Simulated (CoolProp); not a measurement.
C2F6 (R116) along the isotherm -95.05 °C: Z from the reference equation and from simpler models built on Tc = 19.9 °C, pc = 3048 kPa, ω = 0.257; each cubic takes its own stable root.

Computed with CoolProp (reference Helmholtz-energy equation of state, Lemmon 2006). It is a short technical equation, of lower accuracy than the large ones.

| p (kPa) | phase | reference | van der Waals | Redlich-Kwong | Soave-Redlich-Kwong | Peng-Robinson |
|---|---|---|---|---|---|---|
| 4.82 | gas | 0.9972 | 0.9985 | 0.9979 | 0.9976 | 0.9975 |
| 7.5 | gas | 0.9956 | 0.9977 | 0.9967 | 0.9963 | 0.9962 |
| 11.7 | gas | 0.9932 | 0.9964 | 0.9948 | 0.9942 | 0.9940 |
| 18.2 | gas | 0.9893 | 0.9944 | 0.9919 | 0.9910 | 0.9906 |
| 28.3 | gas | 0.9833 | 0.9912 | 0.9874 | 0.9859 | 0.9854 |
| 44.1 | liquid | 0.002450 | 0.9863 | 0.9802 | 0.002559 | 0.002267 |
| 68.7 | liquid | 0.003817 | 0.9785 | 0.9689 | 0.003987 | 0.003532 |
| 107 | liquid | 0.005944 | 0.9660 | 0.006405 | 0.006209 | 0.005500 |
| 166 | liquid | 0.009220 | 0.9462 | 0.009934 | 0.009631 | 0.008532 |
| 259 | liquid | 0.01438 | 0.9132 | 0.01549 | 0.01502 | 0.01331 |
| 404 | liquid | 0.02243 | 0.03553 | 0.02415 | 0.02342 | 0.02075 |
| 629 | liquid | 0.03490 | 0.05522 | 0.03757 | 0.03644 | 0.03229 |
| 979 | liquid | 0.05428 | 0.08569 | 0.05839 | 0.05666 | 0.05021 |
| 1520 | liquid | 0.08418 | 0.1325 | 0.09045 | 0.08782 | 0.07786 |

At some of these states van der Waals, Redlich-Kwong gives the other phase, because its saturation line lies elsewhere.
